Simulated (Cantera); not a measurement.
A Cantera script and what it prints.

```python
import numpy as np
import cantera as ct

gas_names = """

""".split()
cond_names = """
    Ti2O3(a) Ti2O3(b) Ti2O3(L) Ti4O7(s) Ti4O7(L) Ti(a) Ti(b) Ti(L)
""".split()


def load(file, names, dense=False):
    # The tables refer to 1 bar. Condensed volumes are neglected.
    table = {s.name: s for s in ct.Species.list_from_file(file)}
    out = []
    for n in names:
        d = dict(table[n].input_data)
        d["thermo"] = dict(d["thermo"], **{"reference-pressure": 1e5})
        if dense:
            d["equation-of-state"] = {"model": "constant-volume", "density": "1e6 g/cm^3"}
        out.append(ct.Species.from_dict(d))
    return out


species = {s.name: s for s in load("nasa_gas.yaml", gas_names) + load("nasa_condensed.yaml", cond_names)}
# Each term lists the table entries of one substance; the one whose range holds T is used.
reactions = {
    '7 Ti2O3 = 3 Ti4O7 + 2 Ti':
        [(-7, ['Ti2O3(a)', 'Ti2O3(b)', 'Ti2O3(L)']), (3, ['Ti4O7(s)', 'Ti4O7(L)']), (2, ['Ti(a)', 'Ti(b)', 'Ti(L)'])],
}


def pick(names, T):
    return next(species[n] for n in names if species[n].thermo.min_temp <= T <= species[n].thermo.max_temp)


results = []
for label, terms in reactions.items():
    print(label)
    print("     T/K   dH/kJ  dS/(J/K)   dG/kJ   log10 K")
    for T in [300, 1225, 1275, 1325, 1375, 1425, 1475]:
        used = [(nu, pick(names, T)) for nu, names in terms]
        dH = sum(nu * s.thermo.h(T) for nu, s in used) / 1e6
        dS = sum(nu * s.thermo.s(T) for nu, s in used) / 1e3
        dG = dH - T * dS / 1e3
        logK = -dG * 1e6 / (ct.gas_constant * T * np.log(10))
        results.append((label, T, dH, dS, dG, logK, [s.name for _, s in used]))
        print(f"{T:8g} {dH:8.1f} {dS:8.1f} {dG:8.1f} {logK:8.2f}")
```

Output:

```
7 Ti2O3 = 3 Ti4O7 + 2 Ti
     T/K   dH/kJ  dS/(J/K)   dG/kJ   log10 K
     300    432.0    115.0    397.5   -69.21
    1225    364.7      9.4    353.2   -15.06
    1275    360.9      6.4    352.8   -14.45
    1325    357.2      3.5    352.6   -13.90
    1375    353.6      0.9    352.5   -13.39
    1425    350.2     -1.6    352.5   -12.92
    1475    346.8     -3.9    352.6   -12.49
```

Standard-state values (1 bar) from the NASA 1993 polynomials, evaluated with Cantera. Condensed species are held in their standard states even where they would react or evaporate.
